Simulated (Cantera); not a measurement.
A closed system holds: 1 mol SiH4, 0.05 mol O2, 0.27 mol H2, equilibrated at 15.0 mbar.

These are equilibrium values from Cantera (NASA tables, ideal gas, pure condensed phases), not measurements of a reactor. Candidate condensed phases: H2O, Si, SiO2; 18 gas species. Mutual solubility and eutectic melting of coexisting phases are not modelled. The tables hold silica as quartz up to 1696 K and as liquid above; real silica turns to tridymite and cristobalite and melts near 1996 K. The numbers say what is thermodynamically allowed, not how fast it happens.

x: gas mole fraction; n: condensed amount in mol.

| T (K) | x H2 | x SiO | x H | x H2O | n Si(s) | n SiO2(β-quartz) |
|---|---|---|---|---|---|---|
| 1248 | 1.000 | 0.000135 | 3.81e-6 | 1.27e-7 | 0.950 | 0.0498 |
| 1298 | 1.000 | 0.000483 | 8.75e-6 | 2.68e-7 | 0.949 | 0.0495 |
| 1348 | 0.998 | 0.00157 | 1.89e-5 | 5.37e-7 | 0.948 | 0.0482 |
| 1398 | 0.995 | 0.00469 | 3.85e-5 | 1.02e-6 | 0.945 | 0.0447 |
| 1448 | 0.987 | ? | ? | ? | 0.935 | ? |
| 1498 | 0.967 | ? | ? | ? | 0.911 | ? |
| 1548 | 0.958 | 0.0422 | 0.000246 | 2.73e-6 | 0.900 | 0 |

**Question.** What belongs in the gaps?

**Answer.** 
- 1448, x SiO: 0.0129
- 1448, x H: 7.48e-5
- 1448, x H2O: 1.83e-6
- 1448, n SiO2(β-quartz): 0.0351
- 1498, x SiO: 0.0333
- 1498, x H: 0.000138
- 1498, x H2O: 3.13e-6
- 1498, n SiO2(β-quartz): 0.0109
